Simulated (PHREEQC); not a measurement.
Make-up at 10 °C: 0.44 mol/kgw CaCl2, 3.1e-05 mol/kgw CO2 and 0.0076 mol/kgw KCl. Closed to the air; pH follows from the charge balance.

Equilibrium calculation in PHREEQC: Pitzer model, pitzer.dat.

This is a speciation only: nothing precipitates in the calculation.

Q: What pH does the model give?

A: pH 5.46.

Q: In which forms is C present?

A: CO2 89 %, HCO3- 11 % of the C.

In brines, pH and single-ion activities rest on the MacInnes convention. Constants without temperature data keep their 25 °C values here.
